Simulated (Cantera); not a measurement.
Moist CO burnout

An isothermal, constant-pressure homogeneous reactor starts with CO : O₂ : H₂O : N₂ = 0.0072 : 0.0062 : 0.0016 : 0.77 (molar parts), at 975 K and 0.133 bar.

Detailed kinetics in Cantera: GRI-Mech 3.0 (53 species, 325 reactions).

| t (s) | x CO | x O₂ | x H₂O | x N₂O | x CO₂ | x OH | x O |
|---|---|---|---|---|---|---|---|
| 5.00e-6 | 0.00917 | 0.00790 | 0.00204 | <1e-12 | <1e-12 | <1e-12 | <1e-12 |
| 3.91e-5 | 0.00917 | 0.00790 | 0.00204 | <1e-12 | <1e-12 | <1e-12 | <1e-12 |
| 0.000306 | 0.00917 | 0.00790 | 0.00204 | <1e-12 | 1.76e-12 | <1e-12 | 1.76e-12 |
| 0.00239 | 0.00917 | 0.00790 | 0.00204 | <1e-12 | 1.41e-11 | <1e-12 | 1.36e-11 |
| 0.0187 | 0.00917 | 0.00790 | 0.00204 | <1e-12 | 1.57e-10 | 1.97e-12 | 1.25e-10 |
| 0.146 | 0.00917 | 0.00790 | 0.00204 | 2.60e-12 | 9.82e-8 | 1.28e-9 | 5.54e-8 |
| 1.14 | 0.000620 | 0.00363 | 0.00202 | 5.62e-8 | 0.00859 | 5.79e-6 | 2.34e-5 |
| 8.95 | 7.38e-6 | 0.00333 | 0.00205 | 7.19e-8 | 0.00921 | 7.15e-7 | 2.50e-7 |
| 70.0 | 7.27e-8 | 0.00333 | 0.00205 | 7.33e-8 | 0.00921 | 9.82e-8 | 3.31e-9 |
x: mole fraction; the columns are a selection and need not sum to one.

Equilibrium at this temperature and pressure: CO 1.12e-11, O₂ 0.00333, H₂O 0.00205, N₂O 1.15e-10, CO₂ 0.00921, OH 5.87e-9, O 1.15e-11 (gas phase only).
